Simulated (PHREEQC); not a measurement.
Spent oxide etchant

Solution (23 °C): 0.096 mol/kgw NH4HF2, 0.00017 mol/kgw H2SiF6, 0.22 mol/kgw H3PO4 and 0.25 mol/kgw HCl. Closed to the air; pH follows from the charge balance.

Model: ion-association model, phreeqc.dat, run in PHREEQC.

The pH comes out as 0.87 and the ionic strength comes out as 0.268 mol/kgw. The activity of water is 0.984 and the specific conductance comes out as 63700 µS/cm. The density is 1.014 g/cm³ and the total alkalinity is -567 meq/kg.

```tsv
species	molality	activity	log γ
Cl-	0.250	0.174	-0.158
H3PO4	0.205	0.218	0.027
HF	0.188	0.200	0.027
H+	0.172	0.136	-0.104
NH4+	0.0960	0.0627	-0.185
H2PO4-	0.0153	0.0112	-0.137
F-	0.00150	0.00102	-0.165
HF2-	0.00105	0.000773	-0.133
SiF6-2	0.000170	4.58e-5	-0.569
HPO4-2	1.88e-8	5.06e-9	-0.569
```

This is a speciation only: nothing precipitates in the calculation. SiF6-2 is the database's only silicon fluoride.
